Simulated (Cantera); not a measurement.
Feed: 1 mol PbO, 1.1 mol C, 0.4 mol N2, equilibrated at 1350 °C and 1 atm.

Method: chemical equilibrium by Gibbs-energy minimisation in Cantera with the NASA 1993 tables (ideal gas, pure condensed phases). Candidate condensed phases: C, Pb, PbO, PbO2, Pb3O4; 27 gas species. Kinetics and transport are ignored.

Base state: CO 0.662, N2 0.265, Pb 0.0724, CO2 0.000109, Pb2 6.23e-5 (mole fractions); condensed: C(graphite) + Pb(l).

Q: What changes in the equilibrium state with this change: temperature from 1350 °C to 1877 °C?

A: 
| species | before | after |
|---|---|---|
| CO | 0.662 | 0.417 |
| Pb | 0.0724 | 0.416 |
| N2 | 0.265 | 0.167 |
| CO2 | 0.000109 | 2.32e-6 |
| Pb2 | 6.23e-5 | 0.000648 |
| C(graphite), mol | 0.100 | 0.1000 |
| Pb(l), mol | 0.891 | 0 |
